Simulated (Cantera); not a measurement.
Charge: 1 mol Si₃H₈, 0.037 mol HCl, 13 mol N₂, at 3.30 mbar.

Equilibrium computed with Cantera from the NASA thermochemical tables; the gas is ideal and each condensed phase is pure. Candidate condensed phases: NH₄Cl, Si, Si₃N₄; 28 gas species. The feed counts by its element totals alone. N₂ is the only nitrogen source here; it is nearly inert below about 1500 K, so the nitride shown seldom forms there in practice. Kinetics and transport are ignored. All values below are at 1177 °C.

Base state: N₂ 0.731, H₂ 0.266, HCl 0.00245, H 8.49e-5 (mole fractions); condensed: Si₃N₄(s).

Task: What changes in the equilibrium state with this change: Si₃H₈ replaced by SiHCl₃?

Result: 
| species | before | after |
|---|---|---|
| N₂ | 0.731 | 0.871 |
| HCl | 0.00245 | 0.0572 |
| SiCl₂ | 2.58e-6 | 0.0534 |
| H₂ | 0.266 | 0.00620 |
| SiCl₄ | <1e-9 | 0.00410 |
| SiCl₃ | 2.45e-9 | 0.00774 |
| SiHCl₃ | <1e-9 | 3.83e-5 |
| Cl | 6.38e-7 | 9.74e-5 |
| Si₃N₄(s), mol | 1.000 | 0.00904 |
The tables' values for SiCl₃ are old estimates; treat these amounts as uncertain.
